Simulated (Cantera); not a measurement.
Thermodynamics of boron, boron nitride and boron oxide, feed BF₃ + H₂

Charge: 1 mol BF₃, 170 mol H₂, equilibrated at 240 Pa.

These are equilibrium values from Cantera (NASA tables, ideal gas, pure condensed phases), not measurements of a reactor. Candidate condensed phases: B; 20 gas species. The tables' values for BF₂ are old estimates; treat these amounts as uncertain. The numbers say what is thermodynamically allowed, not how fast it happens.

```json
[
 {"T (K)": "1248", "x H₂": "0.993", "x HF": "0.000789", "x BF₃": "0.00507", "x BF": "1.33e-5", "x BF₂": "8.87e-5", "x H": "9.50e-6", "x BHF₂": "0.000674", "x BH₂": "4.27e-8"},
 {"T (K)": "1298", "x H₂": "0.993", "x HF": "0.00104", "x BF₃": "0.00485", "x BF": "4.22e-5", "x BF₂": "0.000176", "x H": "2.18e-5", "x BHF₂": "0.000775", "x BH₂": "1.20e-7"},
 {"T (K)": "1348", "x H₂": "0.993", "x HF": "0.00138", "x BF₃": "0.00458", "x BF": "0.000112", "x BF₂": "0.000315", "x H": "4.71e-5", "x BHF₂": "0.000837", "x BH₂": "2.77e-7"},
 {"T (K)": "1398", "x H₂": "0.992", "x HF": "0.00186", "x BF₃": "0.00424", "x BF": "0.000253", "x BF₂": "0.000509", "x H": "9.62e-5", "x BHF₂": "0.000846", "x BH₂": "5.25e-7"},
 {"T (K)": "1448", "x H₂": "0.991", "x HF": "0.00253", "x BF₃": "0.00380", "x BF": "0.000491", "x BF₂": "0.000745", "x H": "0.000187", "x BHF₂": "0.000802", "x BH₂": "8.46e-7"},
 {"T (K)": "1498", "x H₂": "0.990", "x HF": "0.00341", "x BF₃": "0.00327", "x BF": "0.000846", "x BF₂": "0.00100", "x H": "0.000349", "x BHF₂": "0.000717", "x BH₂": "1.21e-6"},
 {"T (K)": "1548", "x H₂": "0.989", "x HF": "0.00450", "x BF₃": "0.00266", "x BF": "0.00133", "x BF₂": "0.00124", "x H": "0.000625", "x BHF₂": "0.000606", "x BH₂": "1.60e-6"},
 {"T (K)": "1598", "x H₂": "0.987", "x HF": "0.00573", "x BF₃": "0.00202", "x BF": "0.00192", "x BF₂": "0.00141", "x H": "0.00108", "x BHF₂": "0.000484", "x BH₂": "2.00e-6"}
]
```
x: gas mole fraction; nothing condenses.

From 1248 K to 1598 K nothing is condensed. The main B-bearing gas is BF₃ throughout.
